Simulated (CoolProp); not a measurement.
Computed with CoolProp (reference Helmholtz-energy equation of state, Beckmüller 2019).

**Question.** For n-octane, give the phase and the Joule-Thomson coefficient (K/MPa), Prandtl number at 33.05 °C and 526 kPa; 97.85 °C and 526 kPa; 162.75 °C and 526 kPa.

**Answer.** 
- 33.05 °C and 526 kPa: liquid; Joule-Thomson coefficient -0.410, Prandtl number 8.62
- 97.85 °C and 526 kPa: liquid; Joule-Thomson coefficient -0.300, Prandtl number 6.10
- 162.75 °C and 526 kPa: liquid; Joule-Thomson coefficient -0.113, Prandtl number 4.91

Viscosity comes from a separate model (Huber 2004). Thermal conductivity comes from a separate model (Huber 2005).
